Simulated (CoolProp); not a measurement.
Hydrogen chloride along the isotherm 188.5 K: Z from the reference equation and from simpler models built on Tc = 324.7 K, pc = 8.314 MPa, ω = 0.130; each cubic takes its own stable root.

The numbers come from the reference Helmholtz-energy equation of state, Thol 2018 in CoolProp.

| p (MPa) | phase | reference |
|---|---|---|
| 1.04 | liquid | 0.02041 |
| 2.08 | liquid | 0.04077 |
| 3.12 | liquid | 0.06109 |
| 4.16 | liquid | 0.08136 |
| 5.2 | liquid | 0.1016 |
| 6.24 | liquid | 0.1218 |
| 7.27 | liquid | 0.1417 |
| 8.31 | liquid | 0.1618 |
| 9.35 | liquid | 0.1819 |
| 10.4 | liquid | 0.2021 |
| 11.4 | liquid | 0.2213 |
| 12.5 | liquid | 0.2424 |

### Question
How far does each simpler model (van der Waals, Redlich-Kwong) lie from the reference over these 12 states: mean and median of the absolute difference, and the worst?

### Answer
- van der Waals: mean 67.5 %, median 67.4 %, worst +68.8 % at 188.5 K and 1.04 MPa
- Redlich-Kwong: mean 14.4 %, median 14.4 %, worst +14.5 % at 188.5 K and 1.04 MPa
